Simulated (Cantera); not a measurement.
Input: 1 mol SiH2Cl2, 0.024 mol C2H4, 26 mol H2, at 0.100 bar.

These are equilibrium values from Cantera (NASA tables, ideal gas, pure condensed phases), not measurements of a reactor. Candidate condensed phases: C, C6H6, C7H8, C8H18, Si, SiC; 109 gas species. Mutual solubility and eutectic melting of coexisting phases are not modelled. Gases not in the tables: Si2H6 and higher silanes. Rates play no part.

Problem. What share of the Si ends up in condensed phases as a function of T (K), at 1223, 1373, 1523, 1673, 1823, 1973, 2123, 2273, 2423, 2573?

Solution. 
```tsv
T (K)	Si condensed (%)	as
1223	69.7	Si(s) + SiC(s)
1373	73.5	Si(s) + SiC(s)
1523	72.8	Si(s) + SiC(s)
1673	71.5	Si(s) + SiC(s)
1823	74.2	Si(l) + SiC(s)
1973	75.6	Si(l) + SiC(s)
2123	71.9	Si(l) + SiC(s)
2273	50.3	Si(l) + SiC(s)
2423	0.0	-
2573	0.0	-
```
